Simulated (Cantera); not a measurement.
**Thermodynamics of carbothermic reduction, feed Cu2O + CH4 + N2**

Charge: 1 mol Cu2O, a varied amount of CH4, 0.26 mol N2, at 2023 K and 0.520 bar.

Equilibrium computed with Cantera from the NASA thermochemical tables; the gas is ideal and each condensed phase is pure. Candidate condensed phases: C, C6H6, C7H8, C8H18, Cu, CuO, Cu(OH)2, Cu2O, H2O; 139 gas species. Equilibrium is a limit: real reactors are often held back by kinetics, nucleation or transport.

From 0.52 mol CH4 to 0.88 mol CH4 the condensed part is Cu(l). From 1.1 mol CH4 to 2.1 mol CH4 the condensed part is C(graphite) + Cu(l). The main Cu-bearing gas is Cu throughout. The share of Cu in condensed phases is highest at 0.52 mol CH4 (99.1 %) and lowest at 2.1 mol CH4 (97.2 %).

```json
[
 {"n(CH4) (mol)": "0.52", "log p H2": "-0.75", "log p CO": "-0.89", "log p H2O": "-0.93", "log p N2": "-1.13", "log p CO2": "-1.74", "log p Cu": "-2.27", "n Cu(l)": "1.98", "n C(graphite)": "0"},
 {"n(CH4) (mol)": "0.62", "log p H2": "-0.66", "log p CO": "-0.86", "log p H2O": "-1.09", "log p N2": "-1.20", "log p CO2": "-1.96", "log p Cu": "-2.27", "n Cu(l)": "1.98", "n C(graphite)": "0"},
 {"n(CH4) (mol)": "0.74", "log p H2": "-0.59", "log p CO": "-0.83", "log p H2O": "-1.32", "log p N2": "-1.27", "log p CO2": "-2.23", "log p Cu": "-2.27", "n Cu(l)": "1.97", "n C(graphite)": "0"},
 {"n(CH4) (mol)": "0.88", "log p H2": "-0.53", "log p CO": "-0.81", "log p H2O": "-1.72", "log p N2": "-1.34", "log p CO2": "-2.67", "log p Cu": "-2.27", "n Cu(l)": "1.97", "n C(graphite)": "0"},
 {"n(CH4) (mol)": "1.1", "log p H2": "-0.49", "log p CO": "-0.83", "log p H2O": "-5.29", "log p N2": "-1.42", "log p CO2": "-6.30", "log p Cu": "-2.27", "n Cu(l)": "1.96", "n C(graphite)": "0.0831"},
 {"n(CH4) (mol)": "1.3", "log p H2": "-0.46", "log p CO": "-0.88", "log p H2O": "-5.31", "log p N2": "-1.47", "log p CO2": "-6.39", "log p Cu": "-2.27", "n Cu(l)": "1.96", "n C(graphite)": "0.281"},
 {"n(CH4) (mol)": "1.5", "log p H2": "-0.44", "log p CO": "-0.92", "log p H2O": "-5.33", "log p N2": "-1.52", "log p CO2": "-6.48", "log p Cu": "-2.27", "n Cu(l)": "1.96", "n C(graphite)": "0.479"},
 {"n(CH4) (mol)": "1.8", "log p H2": "-0.42", "log p CO": "-0.98", "log p H2O": "-5.37", "log p N2": "-1.57", "log p CO2": "-6.59", "log p Cu": "-2.27", "n Cu(l)": "1.95", "n C(graphite)": "0.777"},
 {"n(CH4) (mol)": "2.1", "log p H2": "-0.40", "log p CO": "-1.03", "log p H2O": "-5.40", "log p N2": "-1.63", "log p CO2": "-6.69", "log p Cu": "-2.27", "n Cu(l)": "1.94", "n C(graphite)": "1.07"}
]
```
log p: log10 of the partial pressure in bar; n: condensed amount in mol.
